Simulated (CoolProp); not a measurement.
Values from CoolProp's reference Helmholtz-energy equation of state, Gao 2016.

**Question.** For sulfur dioxide, give the phase and the Z, cp (kJ/(kg K)), speed of sound (m/s), expansivity (1/kK) at 314.1 K and 10.3 MPa.

**Answer.** 
- 314.1 K and 10.3 MPa: liquid; Z 0.188, cp 1.38, speed of sound 870, expansivity 2.05
